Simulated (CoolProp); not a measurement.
Vapour-liquid equilibrium of R13 (1) + R113 (2) at -13.75 °C; x and y are mole fractions of (1).

Computed with CoolProp (multi-fluid Helmholtz-energy mixture model, Platzer 1990 and Marx 1992; pair parameters Bell 2016). This equation is an older, rougher fit; its heat capacities, sound speeds and derivatives of the liquid may be far off and weren't checked against measurements.

```
x     bubble pressure (MPa)  y at the bubble point  dew pressure at overall composition x (MPa)  liquid density (mol/L)
----  ---------------------  ---------------------  -------------------------------------------  ----------------------
0.05                0.09949                  0.926                                     0.007792                   8.975
0.15                 0.2679                  0.973                                     0.008710                   9.286
0.25                 0.4183                  0.983                                     0.009873                   9.610
0.35                 0.5540                  0.987                                      0.01139                   9.945
0.45                 0.6782                  0.990                                      0.01347                   10.29
0.55                 0.7943                  0.992                                      0.01646                   10.63
0.65                 0.9061                  0.994                                      0.02117                   10.97
0.75                  1.018                  0.995                                      0.02963                   11.28
0.85                  1.138                  0.997                                      0.04939                   11.52
0.95                  1.280                  0.999                                       0.1478                   11.63
```

No azeotrope shows between x = 0.05 and 0.95.

The pair parameters rest on a limited set of measurements; away from them the model extrapolates. The gap from Raoult's law changes sign with composition, which may be real or a fault of the pair parameters; it wasn't checked against measurements.
